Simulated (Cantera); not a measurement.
A Cantera script and what it prints.

```python
import numpy as np
import cantera as ct

gas_names = """
    Fe FeO O O2 O3
""".split()
cond_names = """
    Fe(a) Fe(c) Fe(d) Fe(L) FeO(s) FeO(L) Fe2O3(s) Fe3O4(s)
""".split()


def load(file, names, dense=False):
    # The tables refer to 1 bar. Condensed volumes are neglected.
    table = {s.name: s for s in ct.Species.list_from_file(file)}
    out = []
    for n in names:
        d = dict(table[n].input_data)
        d["thermo"] = dict(d["thermo"], **{"reference-pressure": 1e5})
        if dense:
            d["equation-of-state"] = {"model": "constant-volume", "density": "1e6 g/cm^3"}
        out.append(ct.Species.from_dict(d))
    return out


gas = ct.Solution(thermo="ideal-gas", species=load("nasa_gas.yaml", gas_names))
cond = {s.name: ct.Solution(thermo="fixed-stoichiometry", species=[s], name=s.name)
        for s in load("nasa_condensed.yaml", cond_names, dense=True)}
atoms = {
    'Fe2O3': {'Fe': 2, 'O': 3},
    'O2': {'O': 2},
}
top_T = {'Fe2O3(s)': 1830, 'Fe3O4(s)': 1870}  # K; cautious upper limits of use, not melting points


def equilibrate(T, P, feed):
    n = {}
    for name, mol in feed.items():
        for a, k in atoms[name].items():
            n[a] = n.get(a, 0.0) + k * mol
    gas.TPX = T, P, n
    mass = sum(n.values()) * gas.mean_molecular_weight
    gas.equilibrate("TP")
    valid = [c for c in cond.values() if c.min_temp <= T <= top_T.get(c.name, c.max_temp)]
    mix = ct.Mixture([(gas, mass / gas.mean_molecular_weight)] + [(c, 0.0) for c in valid])
    mix.T, mix.P = T, P
    mix.equilibrate("TP", solver="vcs", rtol=1e-11, max_steps=5000)
    return mix


results = []
feed = {'Fe2O3': 1, 'O2': 1.8}  # mol
T = 950  # K
P = 89000  # Pa
mix = equilibrate(T, P, feed)
results.append((T, P, feed, dict(zip(mix.species_names, mix.species_moles))))
x = sorted(zip(gas.X, gas.species_names), reverse=True)
print(f"T = {T:g} K  P = {P:g} Pa  gas = {mix.phase_moles(0):.4g} mol")
print("   x: " + "  ".join(f"{s} {v:.3e}" for v, s in x if v > 1e-06))
print("   condensed (mol): " + ("  ".join(f"{mix.phase(i).name} {mix.phase_moles(i):.4g}"
      for i in range(1, mix.n_phases) if mix.phase_moles(i) > 1e-12) or "none"))
```

Output:

```
T = 950 K  P = 89000 Pa  gas = 1.8 mol
   x: O2 1.000e+00
   condensed (mol): Fe2O3(s) 1
```

These are equilibrium values from Cantera (NASA tables, ideal gas, pure condensed phases), not measurements of a reactor.
